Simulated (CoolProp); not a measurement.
Vapour-liquid equilibrium of R143a (1) + R134a (2) at 0.0567 MPa; x and y are mole fractions of (1).

Values from CoolProp's multi-fluid Helmholtz-energy mixture model, Lemmon and Jacobsen 2000 and Tillner-Roth 1994; pair parameters Lemmon 2004.

```json
[
 {"x": "0.05", "bubble temperature, mixture model (K)": "233.5", "bubble temperature, Raoult's law (K)": "233.5", "y, mixture model": "0.123", "y, Raoult's law": "0.126"},
 {"x": "0.15", "bubble temperature, mixture model (K)": "230.6", "bubble temperature, Raoult's law (K)": "230.5", "y, mixture model": "0.325", "y, Raoult's law": "0.332"},
 {"x": "0.25", "bubble temperature, mixture model (K)": "228.0", "bubble temperature, Raoult's law (K)": "227.9", "y, mixture model": "0.482", "y, Raoult's law": "0.490"},
 {"x": "0.35", "bubble temperature, mixture model (K)": "225.6", "bubble temperature, Raoult's law (K)": "225.5", "y, mixture model": "0.606", "y, Raoult's law": "0.613"},
 {"x": "0.45", "bubble temperature, mixture model (K)": "223.4", "bubble temperature, Raoult's law (K)": "223.3", "y, mixture model": "0.704", "y, Raoult's law": "0.711"},
 {"x": "0.55", "bubble temperature, mixture model (K)": "221.4", "bubble temperature, Raoult's law (K)": "221.4", "y, mixture model": "0.784", "y, Raoult's law": "0.789"},
 {"x": "0.65", "bubble temperature, mixture model (K)": "219.6", "bubble temperature, Raoult's law (K)": "219.6", "y, mixture model": "0.848", "y, Raoult's law": "0.853"},
 {"x": "0.75", "bubble temperature, mixture model (K)": "218.0", "bubble temperature, Raoult's law (K)": "218.0", "y, mixture model": "0.902", "y, Raoult's law": "0.905"},
 {"x": "0.85", "bubble temperature, mixture model (K)": "216.5", "bubble temperature, Raoult's law (K)": "216.4", "y, mixture model": "0.946", "y, Raoult's law": "0.948"},
 {"x": "0.95", "bubble temperature, mixture model (K)": "215.1", "bubble temperature, Raoult's law (K)": "215.0", "y, mixture model": "0.983", "y, Raoult's law": "0.984"}
]
```

The largest gap from Raoult's law is +0.1 K in bubble temperature, at x = 0.25. No azeotrope shows between x = 0.05 and 0.95.

The pair parameters rest on a limited set of measurements; away from them the model extrapolates.
